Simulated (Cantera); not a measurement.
Charge: 1 mol Cr2O3, 0.35 mol H2.

Cantera equilibrium calculation (NASA polynomials, part measured and part estimated; ideal gas, pure solids and liquids). Candidate condensed phases: Cr, Cr2O3, H2O; 13 gas species. Mutual solubility and eutectic melting of coexisting phases are not modelled. Rates play no part.

Stable condensed phases, one row left out:

```
T in °C \ P in Pa
              10      52     270    1400    7200   37000  190000 1000000
   1900        A       A       A       A       A       A       B       B
   1750        A       A       A       A       A       B       B       B
   1600        A       A       A       A       B       B       B       B
   1450        A       A       A       B       B       B       B       B
   1300        A       A       A       B       B       B       B       B
   1000        A       A       A       A       A       A       A       A
    850        A       A       A       A       A       A       A       A
    700        A       A       A       A       A       A       A       A
    550        A       A       A       A       A       A       A       A
```

A: Cr2O3; B: Cr + Cr2O3.

### Question
Give the row for 1150 °C.

### Answer
10: Cr2O3; 52: Cr2O3; 270: Cr2O3; 1400: Cr2O3; 7200: Cr2O3; 37000: Cr2O3; 190000: Cr2O3; 1000000: Cr2O3.
